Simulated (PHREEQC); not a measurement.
A solution holds 14 mmol/kgw ZnCl2, 0.61 mmol/kgw KCl and 53 mmol/kgw FeSO4, at 20 °C. Closed to the air; pH follows from the charge balance.

Computed with PHREEQC (ion-association model, phreeqc.dat).

### Question
The ionic strength comes out as 0.159 mol/kgw. What activity coefficients do SO4-2, HSO4-, ZnOH+, FeCl+, FeOH+ get?

### Answer
SO4-2 0.32, HSO4- 0.76, ZnOH+ 0.76, FeCl+ 0.76, FeOH+ 0.76.

Precipitation was switched off in this run. Species that the database lacks are ignored.
